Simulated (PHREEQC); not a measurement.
Consider water at 20 °C with 0.0046 mol HF, 0.04 mol KF and 0.0001 mol H3PO4 per kg of water. Closed to the air; pH follows from the charge balance.

The numbers come from PHREEQC with the ion-association model, phreeqc.dat.

Each row changes one thing in this solution. This is a speciation only: nothing precipitates in the calculation.

| case | pH | F- (mol/kgw) | HF (mol/kgw) | HF2- (mol/kgw) | H3PO4 (mol/kgw) | HPO4-2 (mol/kgw) |
|---|---|---|---|---|---|---|
| as made | 4.04 | 0.0394 | 0.00401 | 0.000582 | 1.03e-6 | 1.12e-7 |
| HF from 0.0046 to 0.00414 mol/kgw | ? | 0.0395 | 0.00362 | 0.000526 | 9.32e-7 | 1.24e-7 |
| diluted 2-fold with water | 4.05 | 0.0199 | 0.00210 | 0.000153 | 5.31e-7 | 5.02e-8 |
| H3PO4 replaced by Na2HPO4 at the same molality | 4.07 | 0.0396 | 0.00384 | 0.000560 | 9.85e-7 | 1.18e-7 |
| temperature from 20 to 55 °C | ? | 0.0393 | 0.00396 | 0.000681 | 7.81e-7 | 2.68e-7 |
| temperature from 20 to 85 °C | ? | 0.0393 | 0.00401 | 0.000663 | 5.56e-7 | 5.73e-7 |

Fill in the missing entries.


- HF from 0.0046 to 0.00414 mol/kgw, pH: 4.09
- temperature from 20 to 55 °C, pH: 4.33
- temperature from 20 to 85 °C, pH: 4.59

Complexes and solids missing from the database can't appear. At this temperature some constants are extrapolated from 25 °C, and those without enthalpy data are left unchanged.
